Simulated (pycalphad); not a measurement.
An equivalent pycalphad script:

```python
from pycalphad import Database, equilibrium, calculate, variables as v
import numpy as np
db = Database('COST507.tdb')
comps = ['AL', 'SI', 'FE', 'VA']
phases = ['AL13FE4', 'AL2FE', 'AL5FE2', 'AL5FE4', 'ALFESI_ALPHA', 'ALFESI_BETA', 'ALFESI_DELTA', 'ALFESI_GAMMA', 'ALFESI_TAU1', 'ALFESI_TAU3', 'BCC_B2', 'DIAMOND_A4', 'FCC_A1', 'FE2SI', 'FE5SI3', 'FESI', 'FESI2_H', 'FESI2_L', 'LIQUID']
eq = equilibrium(db, comps, phases, {v.X('SI'): 0.0032, v.X('FE'): 0.0045, v.T: np.arange(1850, 499, -40), v.P: 101325, v.N: 1}, output=['HM', 'SM'])
```

CALPHAD calculation (pycalphad, COST 507 light-alloy database (1999)), 1 atm. The database dates from 1999; later assessments differ in places, in temperatures and in the compounds included. Amounts are mole fractions of atoms.

Results at three of the temperatures:

```
T = 1610.00 K, P = 101325 Pa, N = 1 mol of atoms
G = -93402 J/mol, H = 50010 J/mol, S = 89.08 J/(mol K)  (SER reference)
chemical potentials (J/mol): Al -92667, Si -150633, Fe -214739
phase             fraction      x(Al)      x(Si)      x(Fe)
LIQUID              1.0000     0.9923     0.0032     0.0045
```

```
T = 1450.00 K, P = 101325 Pa, N = 1 mol of atoms
G = -79411 J/mol, H = 44926 J/mol, S = 85.75 J/(mol K)  (SER reference)
chemical potentials (J/mol): Al -78719, Si -128795, Fe -197007
phase             fraction      x(Al)      x(Si)      x(Fe)
LIQUID              1.0000     0.9923     0.0032     0.0045
```

```
T = 570.00 K, P = 101325 Pa, N = 1 mol of atoms
G = -19111 J/mol, H = 6566 J/mol, S = 45.05 J/(mol K)  (SER reference)
chemical potentials (J/mol): Al -18615, Si -17643, Fe -129385
phase             fraction      x(Al)      x(Si)      x(Fe)
FCC_A1              0.9742     0.9998   0.000196   3.24e-07
ALFESI_ALPHA        0.0159     0.7138     0.0962     0.1900
ALFESI_BETA         0.0099     0.7000     0.1500     0.1500
```

Changes of the phase set, refined by bisection:

```tsv
T (K)	phases above	phases below
928.5	liquid	fcc + liquid
923.6	fcc + liquid	AL13FE4 + fcc + liquid
907.8	AL13FE4 + fcc + liquid	AL13FE4 + fcc
887.9	AL13FE4 + fcc	AL13FE4 + ALFESI_ALPHA + fcc
808.2	AL13FE4 + ALFESI_ALPHA + fcc	ALFESI_ALPHA + fcc
699.5	ALFESI_ALPHA + fcc	ALFESI_ALPHA + ALFESI_BETA + fcc
```

Database names, with the compositions (at.%) that they take in these runs: AL13FE4: Al 76 Fe 24; ALFESI_ALPHA: Al 71-74 Fe 19 Si 7-10; ALFESI_BETA: Al 70 Si 15 Fe 15. FCC_A1 is fcc.
